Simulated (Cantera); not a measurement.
Mixture: CH4 : H2 : O2 : N2 = 1 : 0.077 : 3.09 : 10.2 (molar parts), equivalence ratio 0.66, at 1.01 bar, adiabatic and at constant volume. Ignition delay is the time to a rise of 400 K.

Cantera simulation using GRI-Mech 3.0 (53 species, 325 reactions); the numbers are that mechanism's predictions, not measurements.

Q: Predict: delay at 1000 K; delay at 1050 K; delay at 1100 K; delay at 1150 K; delay at 1200 K; delay at 1250 K; apparent activation energy between 1150 and 1250 K.

A: 
```json
{
 "delay at 1000 K": "0.151 s",
 "delay at 1050 K": "84.5 ms",
 "delay at 1100 K": "46.7 ms",
 "delay at 1150 K": "25.5 ms",
 "delay at 1200 K": "13.9 ms",
 "delay at 1250 K": "7.65 ms",
 "apparent activation energy between 1150 and 1250 K": "140 kJ/mol"
}
```
